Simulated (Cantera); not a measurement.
Charge: 1 mol CaF₂, 6.4 mol O₂, 0.25 mol N₂, at 0.0495 Torr.

Cantera equilibrium calculation (NASA polynomials, part measured and part estimated; ideal gas, pure solids and liquids). Candidate condensed phases: Ca, CaF₂, CaO; 22 gas species. Rates play no part. All values below are at 1350 °C.

Base state: O₂ 0.834, CaF₂ 0.131, N₂ 0.0322, O 0.00214, NO 0.000860, F 3.89e-5 (mole fractions); condensed: CaO(s).

What changes in the equilibrium state with this change: N₂ from 0.25 to 1.5 mol?


| species | before | after |
|---|---|---|
| O₂ | 0.834 | 0.716 |
| N₂ | 0.0322 | 0.167 |
| CaF₂ | 0.131 | 0.112 |
| NO | 0.000860 | 0.00182 |
| F | 3.89e-5 | 3.48e-5 |
| O | 0.00214 | 0.00198 |
| CaO(s), mol | 0.000127 | 0.000130 |
